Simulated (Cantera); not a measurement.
What does this Cantera script print?

```python
import numpy as np
import cantera as ct

gas_names = """
    AL ALC ALH ALN ALO ALOH ALO2 ALO2H AL2 AL2O AL2O2 C CH CH2 CH3 CH2OH CH3O CH4 CH3OH CN CO CO2 COOH
    C2 C2H CHCO,ketyl C2H2,acetylene C2H2,vinylidene CH2CO,ketene C2H3,vinyl CH3CN CH3CO,acetyl C2H4
    C2H4O,ethylen CH3CHO,ethanal CH3COOH (HCOOH)2 C2H5 C2H6 CH3OCH3 C2H5OH CCN CNC C2N2 C2O C3
    C3H3,propargyl C3H4,allene C3H4,propyne C3H4,cyclo- C3H5,allyl C3H6,propylene C3H6,cyclo- C3H6O
    C3H7,n-propyl C3H7,i-propyl C3H8 C3H8O,1propanol C3H8O,2propanol C3O2 C4 C4H2 C4H4,1,3-cyclo-
    C4H6,butadiene C4H6,2-butyne C4H6,cyclo- C4H8,1-butene C4H8,cis2-buten C4H8,tr2-butene
    C4H8,isobutene C4H8,cyclo- (CH3COOH)2 C4H9,n-butyl C4H9,i-butyl C4H9,s-butyl C4H9,t-butyl
    C4H10,isobutane C4H10,n-butane C4N2 C5 C5H6,1,3cyclo- C5H8,cyclo- C5H10,1-pentene C5H10,cyclo-
    C5H11,pentyl C5H11,t-pentyl C5H12,n-pentane C5H12,i-pentane CH3C(CH3)2CH3 C6H2 C6H5,phenyl
    C6H5O,phenoxy C6H6 C6H5OH,phenol C6H10,cyclo- C6H12,1-hexene C6H12,cyclo- C6H13,n-hexyl C7H7,benzyl
    C7H8 C7H8O,cresol C7H14,1-heptene C7H15,n-heptyl C7H16,n-heptane C8H8,styrene C8H10,ethylbenz
    C8H16,1-octene C8H17,n-octyl C8H18,isooctane C8H18,n-octane C9H19,n-nonyl C10H8,naphthale
    C10H21,n-decyl C12H9,o-bipheny C12H10,bipheny H HALO HCN HCO HCCN HNC HNCO HNO HNO2 HNO3 HO2 H2
    HCHO,formaldehy HCOOH H2O H2O2 N NCO NH NH2 NH3 NH2OH NO NO2 NO3 N2 N2H2 N2H4 N2O O OH O2 O3
""".split()
cond_names = """
    AL(cr) AL(L) ALN(s) AL2O3(a) AL2O3(L) C(gr) C6H6(L) C7H8(L) C8H18(L),n-octa H2O(s) H2O(L)
""".split()


def load(file, names, dense=False):
    # The tables refer to 1 bar. Condensed volumes are neglected.
    table = {s.name: s for s in ct.Species.list_from_file(file)}
    out = []
    for n in names:
        d = dict(table[n].input_data)
        d["thermo"] = dict(d["thermo"], **{"reference-pressure": 1e5})
        if dense:
            d["equation-of-state"] = {"model": "constant-volume", "density": "1e6 g/cm^3"}
        out.append(ct.Species.from_dict(d))
    return out


gas = ct.Solution(thermo="ideal-gas", species=load("nasa_gas.yaml", gas_names))
cond = {s.name: ct.Solution(thermo="fixed-stoichiometry", species=[s], name=s.name)
        for s in load("nasa_condensed.yaml", cond_names, dense=True)}
atoms = {
    'Al(CH3)3': {'AL': 1, 'C': 3, 'H': 9},
    'N2O': {'N': 2, 'O': 1},
    'H2': {'H': 2},
}
top_T = {'ALN(s)': 2750, 'C(gr)': 4500}  # K; cautious upper limits of use, not melting points


def equilibrate(T, P, feed):
    n = {}
    for name, mol in feed.items():
        for a, k in atoms[name].items():
            n[a] = n.get(a, 0.0) + k * mol
    gas.TPX = T, P, n
    mass = sum(n.values()) * gas.mean_molecular_weight
    gas.equilibrate("TP")
    valid = [c for c in cond.values() if c.min_temp <= T <= top_T.get(c.name, c.max_temp)]
    mix = ct.Mixture([(gas, mass / gas.mean_molecular_weight)] + [(c, 0.0) for c in valid])
    mix.T, mix.P = T, P
    mix.equilibrate("TP", solver="vcs", rtol=1e-11, max_steps=5000)
    return mix


results = []
feed = {'Al(CH3)3': 1, 'N2O': 4.5, 'H2': 1.3}  # mol
T = 1248  # K
P = 93  # Pa
mix = equilibrate(T, P, feed)
results.append((T, P, feed, dict(zip(mix.species_names, mix.species_moles))))
print(gas.report(threshold=1e-05))
for i in range(1, mix.n_phases):
    print(f"{mix.phase(i).name:16s} {mix.phase_moles(i):12.5e} mol")
```

Output:

```
       temperature   1248 K
          pressure   93 Pa
           density   0.00014946 kg/m^3
  mean mol. weight   16.676 kg/kmol
   phase of matter   gas

                          1 kg             1 kmol
                     ---------------   ---------------
          enthalpy        2.5495e+05        4.2514e+06  J
   internal energy        -3.673e+05       -6.1251e+06  J
           entropy             16589        2.7664e+05  J/K
    Gibbs function       -2.0448e+07       -3.4099e+08  J
 heat capacity c_p            1968.7             32829  J/K
 heat capacity c_v            1470.1             24515  J/K

                      mass frac. Y      mole frac. X     chem. pot. / RT
                     ---------------   ---------------   ---------------
                CO           0.37886           0.22555           -45.332
                 H        6.1128e-07        1.0113e-05           -12.947
                H2          0.052719           0.43607           -25.894
                N2           0.56839           0.33834           -33.529
     [ +144 minor]        2.9685e-05        1.9387e-05

AL(L)             0.00000e+00 mol
ALN(s)            0.00000e+00 mol
AL2O3(a)          5.00000e-01 mol
C(gr)             0.00000e+00 mol
```

These are equilibrium values from Cantera (NASA tables, ideal gas, pure condensed phases), not measurements of a reactor. The feed counts by its element totals alone.
